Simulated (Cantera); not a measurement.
Equilibrium for thermal oxidation and active oxidation of silicon: Si + CO2 + N2

A closed system holds: 1 mol Si, 0.14 mol CO2, 26 mol N2, held at 0.825 Torr.

Cantera equilibrium calculation (NASA polynomials, part measured and part estimated; ideal gas, pure solids and liquids). Candidate condensed phases: C, Si, SiC, SiO2, Si2N2O, Si3N4; 34 gas species. N2 is the only nitrogen source here; it is nearly inert below about 1500 K, so the nitride shown seldom forms there in practice. Mutual solubility and eutectic melting of coexisting phases are not modelled. The tables' values for SiN are old estimates; treat these amounts as uncertain. Kinetics and transport are ignored.

From 1475 K to 1575 K the condensed part is SiC(s) + Si2N2O(s) + Si3N4(s). From 1625 K to 1675 K the condensed part is SiC(s) + Si3N4(s). From 1725 K to 1925 K the condensed part is Si(l) + SiC(s). At 1975 K the condensed part is SiC(s). At 2025 K nothing is condensed. The main Si-bearing gas is SiO at 1475 K and Si at 2025 K. The share of Si in condensed phases is highest at 1475 K (99.7 %) and lowest at 2025 K (0.0 %).

| T (K) | log p N2 | log p Si | log p SiO | log p CO | log p Si2C | log p Si2N | log p SiN | n SiC(s) | n Si2N2O(s) | n Si3N4(s) | n Si(l) |
|---|---|---|---|---|---|---|---|---|---|---|---|
| 1475 | -2.96 | -9.30 | -6.86 | -6.36 | -12.20 | -11.51 | -10.62 | 0.130 | 0.267 | 0.111 | 0 |
| 1525 | -2.96 | -8.49 | -6.19 | -6.18 | -11.23 | -10.49 | -9.91 | 0.125 | 0.249 | 0.120 | 0 |
| 1575 | -2.96 | -7.74 | -5.56 | -6.01 | -10.32 | -9.54 | -9.25 | 0.117 | 0.193 | 0.144 | 0 |
| 1625 | -2.96 | -7.04 | -4.98 | -5.86 | -9.46 | -8.64 | -8.63 | 0.108 | 0 | 0.214 | 0 |
| 1675 | -2.96 | -6.38 | -4.95 | -6.23 | -8.66 | -7.80 | -8.04 | 0.126 | 0 | 0.199 | 0 |
| 1725 | -2.96 | -5.99 | -4.96 | -6.15 | -8.15 | -7.49 | -7.73 | 0.123 | 0 | 0 | 0.587 |
| 1775 | -2.96 | -5.66 | -4.97 | -6.02 | -7.69 | -7.24 | -7.46 | 0.117 | 0 | 0 | 0.568 |
| 1825 | -2.97 | -5.34 | -4.98 | -5.90 | -7.26 | -7.02 | -7.21 | 0.108 | 0 | 0 | 0.522 |
| 1875 | -2.97 | -5.04 | -5.00 | -5.79 | -6.85 | -6.80 | -6.97 | 0.0971 | 0 | 0 | 0.423 |
| 1925 | -2.97 | -4.76 | -5.02 | -5.69 | -6.46 | -6.60 | -6.75 | 0.0816 | 0 | 0 | 0.223 |
| 1975 | -2.98 | -4.56 | -5.08 | -5.50 | -6.16 | -6.54 | -6.60 | 0.0455 | 0 | 0 | 0 |
| 2025 | -2.98 | -4.50 | -5.20 | -5.30 | -6.20 | -6.75 | -6.59 | 0 | 0 | 0 | 0 |
log p: log10 of the partial pressure in bar; n: condensed amount in mol.
